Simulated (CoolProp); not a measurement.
A Linde-Hampson liquefier for ethylene: isothermal reversible compression at 300 K from 1 atm to 40 MPa, throttling to 1 atm, return gas leaving the recuperator 2 K below the feed. Each further row changes one setting.

The numbers come from the reference Helmholtz-energy equation of state, Smukala 2000 in CoolProp.

| case | liquid yield per pass | compression work (kJ/kg of gas) |
|---|---|---|
| as stated | … | 420 |
| high pressure 80 MPa | 0.422 | 503 |
| warm-end temperature 330 K | … | … |
| warm-end gap 7 K | … | 420 |

Complete the blanks.


- as stated, liquid yield per pass: 0.473
- warm-end temperature 330 K, liquid yield per pass: 0.402
- warm-end temperature 330 K, compression work (kJ/kg of gas): 492
- warm-end gap 7 K, liquid yield per pass: 0.467
